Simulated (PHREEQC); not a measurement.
Dissolve 0.0057 mol NiSO4, 0.0022 mol CaCl2 and 9.3e-05 mol NaCl per kg of water at 5 °C. Closed to the air; pH follows from the charge balance.

The numbers come from PHREEQC with the ion-association model, wateq4f.dat.

**Question.** The ionic strength comes out as 0.0237 mol/kgw. What activity coefficients do Ca+2, Ni+2, Cl-, NiCl+, SO4-2 get?

**Answer.** Ca+2 0.58, Ni+2 0.56, Cl- 0.86, NiCl+ 0.87, SO4-2 0.57.

No solid was allowed to form. In wateq4f.dat the enthalpy of Ni(OH)2 has the wrong sign, so its saturation index can't be trusted away from 25 °C. Constants without temperature data keep their 25 °C values here.
